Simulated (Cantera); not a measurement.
## Adiabatic ignition

An adiabatic, constant-pressure homogeneous reactor starts with 11.4 % CH₃OH, 18.9 % O₂, 69.7 % N₂, equivalence ratio 0.91, at 1675 K and 760 Torr.

Model: GRI-Mech 3.0 (53 species, 325 reactions), integrated in Cantera. GRI-Mech 3.0 was tuned for natural gas; its chemistry of methanol as a main component is partial and can be far from experiment.

```json
[
 {"t (s)": "2.00e-6", "T (K)": "1675", "x CH₃OH": "0.114", "x O₂": "0.188", "x OH": "3.03e-6", "x CH₂": "7.56e-7", "x CH₃": "3.94e-5", "x H": "1.84e-6"},
 {"t (s)": "5.22e-6", "T (K)": "1675", "x CH₃OH": "0.114", "x O₂": "0.188", "x OH": "4.27e-6", "x CH₂": "7.53e-7", "x CH₃": "7.51e-5", "x H": "2.49e-6"},
 {"t (s)": "1.36e-5", "T (K)": "1677", "x CH₃OH": "0.111", "x O₂": "0.187", "x OH": "1.31e-5", "x CH₂": "7.64e-7", "x CH₃": "6.75e-5", "x H": "5.58e-6"},
 {"t (s)": "3.56e-5", "T (K)": "1717", "x CH₃OH": "0.0903", "x O₂": "0.175", "x OH": "8.35e-5", "x CH₂": "1.16e-6", "x CH₃": "4.01e-5", "x H": "3.02e-5"},
 {"t (s)": "9.28e-5", "T (K)": "2423", "x CH₃OH": "<1e-12", "x O₂": "0.0437", "x OH": "0.0276", "x CH₂": "<1e-12", "x CH₃": "<1e-12", "x H": "0.0253"},
 {"t (s)": "0.000242", "T (K)": "2710", "x CH₃OH": "<1e-12", "x O₂": "0.0374", "x OH": "0.0264", "x CH₂": "<1e-12", "x CH₃": "<1e-12", "x H": "0.0114"},
 {"t (s)": "0.000632", "T (K)": "2761", "x CH₃OH": "<1e-12", "x O₂": "0.0351", "x OH": "0.0254", "x CH₂": "<1e-12", "x CH₃": "<1e-12", "x H": "0.00938"},
 {"t (s)": "0.00165", "T (K)": "2757", "x CH₃OH": "<1e-12", "x O₂": "0.0334", "x OH": "0.0247", "x CH₂": "<1e-12", "x CH₃": "<1e-12", "x H": "0.00923"},
 {"t (s)": "0.00431", "T (K)": "2752", "x CH₃OH": "<1e-12", "x O₂": "0.0318", "x OH": "0.0242", "x CH₂": "<1e-12", "x CH₃": "<1e-12", "x H": "0.00911"},
 {"t (s)": "0.0112", "T (K)": "2752", "x CH₃OH": "<1e-12", "x O₂": "0.0316", "x OH": "0.0241", "x CH₂": "<1e-12", "x CH₃": "<1e-12", "x H": "0.00909"},
 {"t (s)": "0.0294", "T (K)": "2752", "x CH₃OH": "<1e-12", "x O₂": "0.0316", "x OH": "0.0241", "x CH₂": "<1e-12", "x CH₃": "<1e-12", "x H": "0.00909"},
 {"t (s)": "0.0766", "T (K)": "2752", "x CH₃OH": "<1e-12", "x O₂": "0.0316", "x OH": "0.0241", "x CH₂": "<1e-12", "x CH₃": "<1e-12", "x H": "0.00909"},
 {"t (s)": "0.200", "T (K)": "2752", "x CH₃OH": "<1e-12", "x O₂": "0.0316", "x OH": "0.0241", "x CH₂": "<1e-12", "x CH₃": "<1e-12", "x H": "0.00909"}
]
```
x: mole fraction; the columns are a selection and need not sum to one.

```json
{
  "time_of_steepest_temperature_rise": "58.5 µs",
  "temperature at 0.200 s": "2752 K",
  "equilibrium_temperature": "2752 K",
  "x(CH₃OH) at 0.200 s": "<1e-12 (gas-phase equilibrium <1e-12)",
  "x(O₂) at 0.200 s": "0.0316 (gas-phase equilibrium 0.0316)",
  "x(OH) at 0.200 s": "0.0241 (gas-phase equilibrium 0.0241)"
}
```
